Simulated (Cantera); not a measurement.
What does this Cantera script print?

```python
import numpy as np
import cantera as ct

gas_names = [...]  # 58 gases of nasa_gas.yaml made of F, H, N, O, Si
cond_names = """
    H2O(s) H2O(L) Si(cr) Si(L) SiO2(Lqz) SiO2(hqz) SiO2(L) Si2N2O(s) Si3N4(a)
""".split()


# ... load() reads the species with a 1 bar reference pressure and builds the phases ...
atoms = {
    'SiF4': {'Si': 1, 'F': 4},
    'H2O': {'H': 2, 'O': 1},
    'N2': {'N': 2},
}
top_T = {'Si2N2O(s)': 2100, 'Si3N4(a)': 2400}  # K; cautious upper limits of use, not melting points


# ... equilibrate(T, P, feed) seeds the gas with the atoms and calls Mixture.equilibrate('TP', solver="vcs", rtol=1e-11, max_steps=5000) ...
results = []
T = 748.15  # K
P = 130  # Pa
for m in [2.1, 2.9, 4, 5.5, 7.6, 11, 15, 20]:
    feed = {'SiF4': 1, 'H2O': m, 'N2': 64}  # mol
    mix = equilibrate(T, P, feed)
    results.append((T, P, feed, dict(zip(mix.species_names, mix.species_moles))))
    x = sorted(zip(gas.X, gas.species_names), reverse=True)
    print(f"T = {T:g} K  P = {P:g} Pa  n(H2O) = {m:g} mol  gas = {mix.phase_moles(0):.4g} mol")
    print("   x: " + "  ".join(f"{s} {v:.3e}" for v, s in x if v > 0.0001))
    print("   condensed (mol): " + ("  ".join(f"{mix.phase(i).name} {mix.phase_moles(i):.4g}"
          for i in range(1, mix.n_phases) if mix.phase_moles(i) > 1e-12) or "none"))
```

Output:

```
T = 748.15 K  P = 130 Pa  n(H2O) = 2.1 mol  gas = 67.73 mol
   x: N2 9.449e-01  HF 3.714e-02  H2O 1.244e-02  SiF4 5.481e-03
   condensed (mol): SiO2(Lqz) 0.6288
T = 748.15 K  P = 130 Pa  n(H2O) = 2.9 mol  gas = 68.64 mol
   x: N2 9.323e-01  HF 4.336e-02  H2O 2.057e-02  SiF4 3.727e-03
   condensed (mol): SiO2(Lqz) 0.7441
T = 748.15 K  P = 130 Pa  n(H2O) = 4 mol  gas = 69.84 mol
   x: N2 9.163e-01  HF 4.836e-02  H2O 3.309e-02  SiF4 2.227e-03
   condensed (mol): SiO2(Lqz) 0.8444
T = 748.15 K  P = 130 Pa  n(H2O) = 5.5 mol  gas = 71.42 mol
   x: N2 8.962e-01  H2O 5.135e-02  HF 5.132e-02  SiF4 1.173e-03
   condensed (mol): SiO2(Lqz) 0.9163
T = 748.15 K  P = 130 Pa  n(H2O) = 7.6 mol  gas = 73.56 mol
   x: N2 8.700e-01  H2O 7.724e-02  HF 5.216e-02  SiF4 5.534e-04
   condensed (mol): SiO2(Lqz) 0.9593
T = 748.15 K  P = 130 Pa  n(H2O) = 11 mol  gas = 76.98 mol
   x: N2 8.314e-01  H2O 1.173e-01  HF 5.108e-02  SiF4 2.204e-04
   condensed (mol): SiO2(Lqz) 0.983
T = 748.15 K  P = 130 Pa  n(H2O) = 15 mol  gas = 80.99 mol
   x: N2 7.902e-01  H2O 1.607e-01  HF 4.899e-02
   condensed (mol): SiO2(Lqz) 0.9919
T = 748.15 K  P = 130 Pa  n(H2O) = 20 mol  gas = 86 mol
   x: N2 7.442e-01  H2O 2.094e-01  HF 4.633e-02
   condensed (mol): SiO2(Lqz) 0.996
```

Method: chemical equilibrium by Gibbs-energy minimisation in Cantera with the NASA 1993 tables (ideal gas, pure condensed phases).
